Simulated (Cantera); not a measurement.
## Equilibrium for carbon deposition, reforming and gasification: C + H₂ + NH₃

Charge: 1 mol C, a varied amount of H₂, 0.076 mol NH₃, equilibrated at 2400 K and 10.0 mbar.

Cantera equilibrium calculation (NASA polynomials, part measured and part estimated; ideal gas, pure solids and liquids). Candidate condensed phases: C, C₆H₆, C₇H₈, C₈H₁₈; 92 gas species. The numbers say what is thermodynamically allowed, not how fast it happens.

```json
[
 {"n(H₂) (mol)": "0.54", "x H₂": "0.796", "x H": "0.142", "x N₂": "0.0452", "x HCN": "0.0104", "x C₂H₂ (acetylene)": "0.00555", "x HNC": "0.00108", "n C(graphite)": "0.983"},
 {"n(H₂) (mol)": "0.91", "x H₂": "0.813", "x H": "0.143", "x N₂": "0.0286", "x HCN": "0.00832", "x C₂H₂ (acetylene)": "0.00567", "x HNC": "0.000864", "n C(graphite)": "0.976"},
 {"n(H₂) (mol)": "1.5", "x H₂": "0.825", "x H": "0.144", "x N₂": "0.0177", "x HCN": "0.00659", "x C₂H₂ (acetylene)": "0.00575", "x HNC": "0.000684", "n C(graphite)": "0.966"},
 {"n(H₂) (mol)": "2.5", "x H₂": "0.833", "x H": "0.145", "x N₂": "0.0105", "x HCN": "0.00509", "x C₂H₂ (acetylene)": "0.00581", "x HNC": "0.000529", "n C(graphite)": "0.950"},
 {"n(H₂) (mol)": "4.2", "x H₂": "0.838", "x H": "0.146", "x N₂": "0.00595", "x HCN": "0.00385", "x C₂H₂ (acetylene)": "0.00584", "x HNC": "0.000400", "n C(graphite)": "0.924"},
 {"n(H₂) (mol)": "7.1", "x H₂": "0.842", "x H": "0.146", "x N₂": "0.00327", "x HCN": "0.00286", "x C₂H₂ (acetylene)": "0.00587", "x HNC": "0.000297", "n C(graphite)": "0.881"},
 {"n(H₂) (mol)": "12", "x H₂": "0.844", "x H": "0.146", "x N₂": "0.00174", "x HCN": "0.00209", "x C₂H₂ (acetylene)": "0.00588", "x HNC": "0.000217", "n C(graphite)": "0.812"},
 {"n(H₂) (mol)": "20", "x H₂": "0.845", "x H": "0.146", "x N₂": "0.000907", "x HCN": "0.00151", "x C₂H₂ (acetylene)": "0.00589", "x HNC": "0.000157", "n C(graphite)": "0.702"},
 {"n(H₂) (mol)": "33", "x H₂": "0.846", "x H": "0.146", "x N₂": "0.000462", "x HCN": "0.00108", "x C₂H₂ (acetylene)": "0.00590", "x HNC": "0.000112", "n C(graphite)": "0.527"},
 {"n(H₂) (mol)": "55", "x H₂": "0.847", "x H": "0.146", "x N₂": "0.000222", "x HCN": "0.000748", "x C₂H₂ (acetylene)": "0.00590", "x HNC": "7.77e-5", "n C(graphite)": "0.234"}
]
```
x: gas mole fraction; n: condensed amount in mol.

From 0.54 mol H₂ to 55 mol H₂ the condensed part is C(graphite). The main C-bearing gas is C₂H₂ (acetylene) throughout. The share of C in condensed phases is highest at 0.54 mol H₂ (98.3 %) and lowest at 55 mol H₂ (23.4 %).
